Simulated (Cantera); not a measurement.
A freely propagating, adiabatic, planar premixed flame of H2 : O2 : N2 = 1 : 0.61 : 2.29 (molar parts), equivalence ratio 0.82, unburnt at 300 K and 698 Torr; mixture-averaged transport, grid criteria slope 0.08 and curve 0.16, no radiation.

Model: the H2/O2 subset of GRI-Mech 3.0, which has no nitrogen chemistry, integrated in Cantera. Burning velocities carry a grid error of a few per cent, more on coarse grids.

Task: How do the results move with these cheaper or finer settings: unity-Lewis-number transport; multicomponent transport; multicomponent+Soret transport; grid criteria slope 0.5, curve 1; grid criteria slope 0.25, curve 0.5; grid criteria slope 0.03, curve 0.06?

Result: 
```tsv
setting	laminar burning velocity	thermal thickness	peak x(O)	peak x(H)	grid points
as above	176 cm/s	0.371 mm	0.00959	0.0267	113
unity-Lewis-number transport	141 cm/s	0.317 mm	0.0111	0.0375	106
multicomponent transport	173 cm/s	0.365 mm	0.00956	0.0265	113
multicomponent+Soret transport	155 cm/s	0.361 mm	0.00919	0.0239	113
grid criteria slope 0.5, curve 1	195 cm/s	0.446 mm	0.00941	0.0288	39
grid criteria slope 0.25, curve 0.5	179 cm/s	0.392 mm	0.00963	0.0268	52
grid criteria slope 0.03, curve 0.06	174 cm/s	0.365 mm	0.00954	0.0267	256
```
Unity Lewis numbers drop preferential diffusion, which matters most where H2 and H carry the flame; Soret adds thermal diffusion.
